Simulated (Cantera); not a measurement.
Feed: 1 mol MgO, 0.017 mol H₂, held at 1798.15 K and 13.0 Pa.

These are equilibrium values from Cantera (NASA tables, ideal gas, pure condensed phases), not measurements of a reactor. Candidate condensed phases: H₂O, Mg, MgO, Mg(OH)₂; 15 gas species. The numbers say what is thermodynamically allowed, not how fast it happens.

Base state: H₂ 0.846, Mg 0.0629, H₂O 0.0628, H 0.0284, OH 0.000139, MgOH 4.73e-5 (mole fractions); condensed: MgO(s).

Problem. What changes in the equilibrium state with this change: temperature from 1798.15 K to 2600 K?

Solution. 
```json
[
 {"species": "Mg", "before": "0.0629", "after": "0.512"},
 {"species": "O", "before": "3.61e-6", "after": "0.425"},
 {"species": "O₂", "before": "1.19e-7", "after": "0.0433"},
 {"species": "H₂", "before": "0.846", "after": "2.39e-5"},
 {"species": "H₂O", "before": "0.0628", "after": "5.99e-6"},
 {"species": "H", "before": "0.0284", "after": "0.0165"},
 {"species": "MgO", "before": "1.91e-6", "after": "0.00212"},
 {"species": "MgOH", "before": "4.73e-5", "after": "2.02e-6"},
 {"species": "OH", "before": "0.000139", "after": "0.000954"},
 {"species": "MgO(s), mol", "before": "0.999", "after": "0"}
]
```

Problem. What changes in the equilibrium state with this change: temperature from 1798.15 K to 1550 K?

Solution. 
```
species        before    after
-----------  --------  -------
H₂              0.846    0.987
H₂O            0.0628  0.00516
Mg             0.0629  0.00516
H              0.0284  0.00274
OH           0.000139  4.82e-7
MgOH          4.73e-5  5.70e-7
MgO(s), mol     0.999    1.000
```
